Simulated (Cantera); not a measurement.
A Cantera script and its output.

```python
import numpy as np
import cantera as ct

gas = ct.Solution("gri30.yaml")
gas.TPX = 550, 300000, {'CO': 1, 'H2': 1.1, 'CH4': 0.2, 'O2': 1.12, 'N2': 3.79}
flame = ct.FreeFlame(gas, width=0.019)
flame.set_refine_criteria(ratio=3, slope=0.08, curve=0.16)
flame.transport_model = "mixture-averaged"
flame.solve(loglevel=0, auto=True)
z, T = flame.grid, flame.T
thick = (T[-1] - T[0]) / np.gradient(T, z).max()
show = ['CO', 'H2', 'CH4', 'CH2O', 'HO2', 'NO2']
print(f"laminar burning velocity  {flame.velocity[0] * 100:.3f} cm/s")
print(f"burnt temperature         {T[-1]:.1f} K")
print(f"thermal thickness         {thick * 1e3:.4f} mm")
print(f"grid points               {len(z)}")
z0 = z[flame.heat_release_rate.argmax()]
print(f"{'z/mm':>9s}{'T/K':>9s}{'u/(m/s)':>9s}" + "".join(f"{s:>11s}" for s in show))
rows = []
for k in (-3, -2, -1.5, -1, -0.5, -0.25, 0, 0.25, 0.5, 1, 2, 4, 8):
    zz = z0 + k * thick
    rows.append([k * thick, np.interp(zz, z, T), np.interp(zz, z, flame.velocity),
                 *(np.interp(zz, z, flame.X[gas.species_index(s)]) for s in show)])
    print(f"{rows[-1][0] * 1e3:9.3f}{rows[-1][1]:9.1f}{rows[-1][2]:9.3f}" + "".join(f"{x:11.3e}" for x in rows[-1][3:]))
```

It prints:

```
laminar burning velocity  326.919 cm/s
burnt temperature         2553.6 K
thermal thickness         0.0907 mm
grid points               154
     z/mm      T/K  u/(m/s)         CO         H2        CH4       CH2O        HO2        NO2
   -0.272    550.0    3.269  1.387e-01  1.525e-01  2.774e-02  1.254e-11  1.794e-09  2.824e-15
   -0.181    550.0    3.268  1.388e-01  1.521e-01  2.776e-02  6.699e-10  6.806e-08  1.098e-13
   -0.136    550.3    3.266  1.390e-01  1.510e-01  2.779e-02  1.046e-08  8.094e-07  1.602e-12
   -0.091    554.7    3.275  1.397e-01  1.463e-01  2.794e-02  4.104e-07  2.233e-05  5.971e-11
   -0.045    712.2    4.116  1.417e-01  1.218e-01  2.734e-02  5.192e-05  5.956e-04  2.422e-09
   -0.023   1098.1    6.272  1.419e-01  9.427e-02  2.156e-02  2.191e-04  3.505e-04  1.238e-09
    0.000   1569.8    8.939  1.421e-01  6.371e-02  7.702e-03  3.455e-04  1.704e-04  1.219e-09
    0.023   1830.1   10.387  1.325e-01  4.122e-02  8.271e-04  8.479e-05  6.121e-05  1.842e-09
    0.045   1942.4   10.951  1.182e-01  3.274e-02  4.315e-05  6.255e-06  3.133e-05  2.746e-09
    0.091   2065.7   11.514  1.008e-01  3.156e-02  1.145e-07  2.654e-08  1.717e-05  3.972e-09
    0.181   2194.7   12.105  9.108e-02  3.176e-02  1.430e-11  3.300e-09  1.028e-05  5.563e-09
    0.363   2317.8   12.675  8.764e-02  2.978e-02  7.549e-14  2.776e-09  6.075e-06  7.949e-09
    0.726   2421.2   13.142  8.471e-02  2.734e-02  5.289e-14  2.503e-09  3.372e-06  1.131e-08
```

Computed with Cantera and GRI-Mech 3.0 (53 species, 325 reactions). Burning velocities carry a grid error of a few per cent, more on coarse grids.
